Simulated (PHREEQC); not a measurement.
**Copper plating or etch bath**

Solution (85 °C): 100 mmol/kgw Cu(NO3)2, 18 mmol/kgw HBF4 and 0.27 mmol/kgw NaCl. Closed to the air; pH follows from the charge balance.

Model: ion-association model, wateq4f.dat, run in PHREEQC.

The pH comes out as 1.95. The ionic strength is 0.314 mol/kgw. The activity of water is 0.994 and the total alkalinity is -72.0 meq/kg.

```
species    molality  activity   log γ
---------  --------  --------  ------
NO3-          0.200     0.124  -0.206
Cu+2         0.0996    0.0247  -0.605
HF           0.0167    0.0180   0.031
H+           0.0149    0.0113  -0.120
BF4-         0.0126   0.00760  -0.220
H3BO3       0.00394   0.00424   0.031
BF3OH-     0.000901  0.000543  -0.220
BF2(OH)2-  0.000559  0.000337  -0.220
F-         0.000503  0.000322  -0.195
CuF+       0.000325  0.000228  -0.153
```

Precipitation was switched off in this run. Species that the database lacks are ignored. At this temperature some constants are extrapolated from 25 °C, and those without enthalpy data are left unchanged. Real BF4- forms and hydrolyses slowly; the run takes it at equilibrium.
